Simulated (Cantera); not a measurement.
Stirred combustor or abatement burner

A perfectly stirred reactor is fed with 1.65 % CH4, 1.40 % C2H6, 8.81 % O2, 88.1 % N2, at 2.30 bar; it is adiabatic with a 600 K inlet, and is followed from long to short residence time, starting on the burning branch (τ in s: 0.081, 0.044, 0.024, 0.013, 0.007, 0.0038, 0.002, 0.0011, 0.0006, 0.00033, 0.00018, 9.6e-05).

Cantera simulation using GRI-Mech 3.0 (53 species, 325 reactions); the numbers are that mechanism's predictions, not measurements.

```json
[
 {"τ (s)": "0.081", "T (K)": "1543", "x CH4": "7.59e-6", "x C2H6": "1.54e-6", "x O2": "0.00657", "x H": "3.69e-5", "x H2": "0.000280"},
 {"τ (s)": "0.044", "T (K)": "1539", "x CH4": "1.16e-5", "x C2H6": "2.32e-6", "x O2": "0.00678", "x H": "6.15e-5", "x H2": "0.000395"},
 {"τ (s)": "0.024", "T (K)": "1533", "x CH4": "1.79e-5", "x C2H6": "3.49e-6", "x O2": "0.00708", "x H": "9.94e-5", "x H2": "0.000545"},
 {"τ (s)": "0.013", "T (K)": "1526", "x CH4": "2.86e-5", "x C2H6": "5.36e-6", "x O2": "0.00750", "x H": "0.000156", "x H2": "0.000742"},
 {"τ (s)": "0.0070", "T (K)": "1515", "x CH4": "4.75e-5", "x C2H6": "8.46e-6", "x O2": "0.00812", "x H": "0.000233", "x H2": "0.000992"},
 {"τ (s)": "0.0038", "T (K)": "1501", "x CH4": "8.32e-5", "x C2H6": "1.39e-5", "x O2": "0.00905", "x H": "0.000325", "x H2": "0.00130"},
 {"τ (s)": "0.0020", "T (K)": "1474", "x CH4": "0.000176", "x C2H6": "2.72e-5", "x O2": "0.0108", "x H": "0.000400", "x H2": "0.00174"},
 {"τ (s)": "0.0011", "T (K)": "600", "x CH4": "0.0165", "x C2H6": "0.0140", "x O2": "0.0881", "x H": "<1e-12", "x H2": "<1e-12"},
 {"τ (s)": "0.00060", "T (K)": "600", "x CH4": "0.0165", "x C2H6": "0.0140", "x O2": "0.0881", "x H": "<1e-12", "x H2": "<1e-12"},
 {"τ (s)": "0.00033", "T (K)": "600", "x CH4": "0.0165", "x C2H6": "0.0140", "x O2": "0.0881", "x H": "<1e-12", "x H2": "<1e-12"},
 {"τ (s)": "0.00018", "T (K)": "600", "x CH4": "0.0165", "x C2H6": "0.0140", "x O2": "0.0881", "x H": "<1e-12", "x H2": "<1e-12"},
 {"τ (s)": "9.6e-5", "T (K)": "600", "x CH4": "0.0165", "x C2H6": "0.0140", "x O2": "0.0881", "x H": "<1e-12", "x H2": "<1e-12"}
]
```
x: mole fraction; the columns are a selection and need not sum to one.
